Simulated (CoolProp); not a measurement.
Vapour-liquid equilibrium of acetone (1) + water (2) at 0.0804 MPa; x and y are mole fractions of (1).

Computed with CoolProp (multi-fluid Helmholtz-energy mixture model, Lemmon 2006 and Wagner 2002; pair parameters Bell 2016).

```tsv
x	bubble temperature, mixture model (K)	bubble temperature, Raoult's law (K)	y, mixture model	y, Raoult's law
0.05	…	363.0	…	0.177
0.2	328.9	352.9	…	0.533
0.35	327.3	344.8	…	0.730
0.5	327.1	338.1	0.838	0.845
0.65	326.2	332.5	…	0.916
0.8	…	327.8	0.896	0.961
0.95	323.1	323.8	…	0.992
```

Complete the blanks.


- 0.05, bubble temperature, mixture model (K): 347.0
- 0.05, y, mixture model: 0.560
- 0.2, y, mixture model: 0.819
- 0.35, y, mixture model: 0.835
- 0.65, y, mixture model: 0.854
- 0.8, bubble temperature, mixture model (K): 324.8
- 0.95, y, mixture model: 0.969

The largest gap from Raoult's law is -24.0 K in bubble temperature, at x = 0.2. No azeotrope shows between x = 0.05 and 0.95.

Pair parameters are fitted to limited data, so mixtures are less certain than the pure fluids. With so large a gap from Raoult's law the liquid may split in two, which this calculation doesn't test in full.
